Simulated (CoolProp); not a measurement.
A single-stage vapour-compression cycle with R152A: evaporating at 250.15 K (dew point), condensing at 274.15 K (bubble point), superheat 8 K, subcooling 5 K, compressor efficiency 0.7, no pressure losses. Each further row changes one setting.

Model: reference Helmholtz-energy equation of state, Outcalt 1996, in CoolProp. It is a modified Benedict-Webb-Rubin equation, recast in Helmholtz form.

```tsv
case	cooling COP	pressure ratio	discharge temperature (K)	refrigerating effect (kJ/kg)	volumetric capacity (kJ/m³)
as stated	?	2.58	306.3	305	1040
evaporating temperature 255.15 K	8.94	2.08	300.7	309	1280
condensing temperature 269.15 K	8.77	2.15	?	314	1060
subcooling 10 K	7.02	2.58	306.3	314	1060
superheat 18 K	?	2.58	317.0	315	1020
compressor efficiency 0.6	5.86	2.58	313.0	305	1040
```

Task: What belongs in the gaps?

Result: 
- as stated, cooling COP: 6.83
- condensing temperature 269.15 K, discharge temperature (K): 297.0
- superheat 18 K, cooling COP: 6.76
